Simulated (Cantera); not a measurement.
Charge: 1 mol Fe3O4, 4.9 mol CO, 1.2 mol CH4, at 2525 K and 15.0 mbar.

Method: chemical equilibrium by Gibbs-energy minimisation in Cantera with the NASA 1993 tables (ideal gas, pure condensed phases). Candidate condensed phases: C, C6H6, C7H8, C8H18, Fe, Fe(CO)5, FeO, Fe(OH)2, Fe(OH)3, Fe2O3, Fe3O4, H2O; 114 gas species. Kinetics and transport are ignored.

Base state: CO 0.415, Fe 0.231, H2O 0.0904, CO2 0.0870, H2 0.0688, H 0.0600, OH 0.0168, FeO 0.0162 (mole fractions); condensed: gas only.

Task: What changes in the equilibrium state with this change: Fe3O4 replaced by SiO2?

Result: 
| species | before | after |
|---|---|---|
| CO | 0.415 | 0.610 |
| H2 | 0.0688 | 0.190 |
| H | 0.0600 | 0.0998 |
| Fe | 0.231 | 0 |
| SiO | 0 | 0.0801 |
| Si | 0 | 0.0196 |
| FeO | 0.0162 | 0 |
| CO2 | 0.0870 | 5.45e-7 |
| OH | 0.0168 | 1.19e-7 |
| H2O | 0.0904 | 1.06e-6 |
| O2 | 0.00517 | <1e-9 |
| SiH | 0 | 0.000266 |
| O | 0.00962 | 4.10e-8 |
| Fe(OH)2 | 5.62e-5 | 0 |
| Si2 | 0 | 2.79e-5 |
Gases not in the tables: Si2H6 and higher silanes. Further candidate phases: Si, SiC, SiO2.
